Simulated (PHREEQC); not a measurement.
Consider water at 20 °C with 0.001 mol/kgw Na2SO4. Closed to the air; pH follows from the charge balance.

Model: ion-association model, phreeqc.dat, run in PHREEQC.

This is a speciation only: nothing precipitates in the calculation.

Predict the specific conductance.

specific conductance 215 µS/cm.
